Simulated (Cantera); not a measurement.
Input: 1 mol NH3, 0.041 mol O2, 0.49 mol N2, 0.27 mol H2, held at 623.15 K and 0.593 Torr.

Equilibrium computed with Cantera from the NASA thermochemical tables; the gas is ideal and each condensed phase is pure. Candidate condensed phases: H2O; 24 gas species. Rates play no part.

Question: What is the equilibrium state?

Answer: 
```json
{
  "x(H2)": "0.612",
  "x(N2)": "0.359",
  "x(H2O)": "0.0297",
  "x(NH3)": "6.41e-6",
  "gas_amount": "2.760 mol"
}
```
